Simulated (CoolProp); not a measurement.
Vapour-liquid equilibrium of methanol (1) + ethanol (2) at 250.3 K; x and y are mole fractions of (1).

Values from CoolProp's multi-fluid Helmholtz-energy mixture model, de Reuck 1993 and Schroeder 2014; pair parameters Bell 2016.

| x | bubble pressure, mixture model (kPa) | bubble pressure, Raoult's law (kPa) | y, mixture model | y, Raoult's law |
|---|---|---|---|---|
| 0.05 | 0.3021 | 0.2998 | 0.145 | 0.138 |
| 0.15 | 0.3588 | 0.3555 | 0.353 | 0.350 |
| 0.25 | 0.4125 | 0.4112 | 0.501 | 0.504 |
| 0.35 | 0.4651 | 0.4669 | 0.614 | 0.622 |
| 0.45 | 0.5179 | 0.5226 | 0.706 | 0.714 |
| 0.55 | 0.5717 | 0.5784 | 0.782 | 0.788 |
| 0.65 | 0.6269 | 0.6341 | 0.846 | 0.850 |
| 0.75 | 0.6837 | 0.6898 | 0.900 | 0.901 |
| 0.85 | 0.7416 | 0.7455 | 0.946 | 0.945 |
| 0.95 | 0.8000 | 0.8013 | 0.984 | 0.983 |

The largest gap from Raoult's law is -1.2 % in bubble pressure, at x = 0.55. No azeotrope shows between x = 0.05 and 0.95.

The pair parameters rest on a limited set of measurements; away from them the model extrapolates. The gap from Raoult's law changes sign with composition, which may be real or a fault of the pair parameters; it wasn't checked against measurements.
